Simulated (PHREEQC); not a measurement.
0.21 g of hydrous ferric oxide (600 m²/g; 0.2 weak and 0.005 strong sites per Fe, Dzombak-Morel constants, diffuse double layer) in 1 kg of water with 0.05 mol/kgw of an inert sodium salt and 0.0023 mmol/kgw Ag2SO4, at 25 °C; the pH is set by adding NaOH or the inert anion's acid. Oxygen is held at 0.21 atm. No CO2 enters from the air. Nothing may precipitate in this run.

The series has 17 steps of pH, from 4 to 12.

Computed with PHREEQC (ion-association model, wateq4f.dat).

**Question.** Near which pH is half of the S sorbed, and on which side is more sorbed?

**Answer.** Near pH 6.2, with more sorbed at lower pH.

**Question.** Near which pH is half of the Ag sorbed, and on which side is more sorbed?

**Answer.** Near pH 6.9, with more sorbed at higher pH.
